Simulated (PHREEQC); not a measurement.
Dissolve 5.9e-05 mol/kgw CaSO4, 2.5e-05 mol/kgw CO2 and 1.2 mol/kgw KCl at 70 °C. Closed to the air; pH follows from the charge balance.

Equilibrium calculation in PHREEQC: ion-association model, wateq4f.dat.

Q: The ionic strength comes out as 1.20 mol/kgw. What activity coefficients do H+, HCO3-, SO4-2, KSO4-, Ca+2 get?

A: H+ 0.72, HCO3- 0.62, SO4-2 0.12, KSO4- 0.62, Ca+2 0.22.

No solid was allowed to form. The ionic strength is past about 0.7 mol/kgw, beyond the range of this activity model, so the values are rough. Complexes and solids missing from the database can't appear. Away from 25 °C the constants follow the database's enthalpies or fits; those with neither stay at their 25 °C values.
